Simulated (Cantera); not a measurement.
Feed: 1 mol SiH₄, 0.25 mol N₂O, 1 mol H₂, held at 0.100 bar.

Method: chemical equilibrium by Gibbs-energy minimisation in Cantera with the NASA 1993 tables (ideal gas, pure condensed phases). Candidate condensed phases: H₂O, Si, SiO₂, Si₂N₂O, Si₃N₄; 35 gas species. Mutual solubility and eutectic melting of coexisting phases are not modelled. Gases not in the tables: Si₂H₆ and higher silanes. Rates play no part.

Question: Which condensed phases are stable at each of these points (T (°C)): 1150, 1200, 1250, 1300, 1350, 1400, 1450, 1500, 1550, 1600, 1650, 1700, 1750?

Answer: 
```json
[
 {"T (°C)": "1150", "condensed phases": "Si(s) + Si₂N₂O(s)", "Si condensed (%)": "100.0"},
 {"T (°C)": "1200", "condensed phases": "Si(s) + Si₂N₂O(s)", "Si condensed (%)": "100.0"},
 {"T (°C)": "1250", "condensed phases": "Si(s) + Si₂N₂O(s)", "Si condensed (%)": "100.0"},
 {"T (°C)": "1300", "condensed phases": "Si(s) + Si₂N₂O(s)", "Si condensed (%)": "99.9"},
 {"T (°C)": "1350", "condensed phases": "Si(s) + Si₂N₂O(s)", "Si condensed (%)": "99.8"},
 {"T (°C)": "1400", "condensed phases": "Si(s) + Si₂N₂O(s)", "Si condensed (%)": "99.4"},
 {"T (°C)": "1450", "condensed phases": "Si(l) + Si₂N₂O(s)", "Si condensed (%)": "98.6"},
 {"T (°C)": "1500", "condensed phases": "Si(l) + Si₂N₂O(s)", "Si condensed (%)": "96.6"},
 {"T (°C)": "1550", "condensed phases": "Si(l) + Si₂N₂O(s)", "Si condensed (%)": "92.2"},
 {"T (°C)": "1600", "condensed phases": "Si(l) + Si₂N₂O(s)", "Si condensed (%)": "82.4"},
 {"T (°C)": "1650", "condensed phases": "Si(l)", "Si condensed (%)": "74.9"},
 {"T (°C)": "1700", "condensed phases": "Si(l)", "Si condensed (%)": "74.8"},
 {"T (°C)": "1750", "condensed phases": "Si(l)", "Si condensed (%)": "74.7"}
]
```

From 1150 °C to 1400 °C the condensed part is Si(s) + Si₂N₂O(s). From 1450 °C to 1600 °C the condensed part is Si(l) + Si₂N₂O(s). From 1650 °C to 1750 °C the condensed part is Si(l).
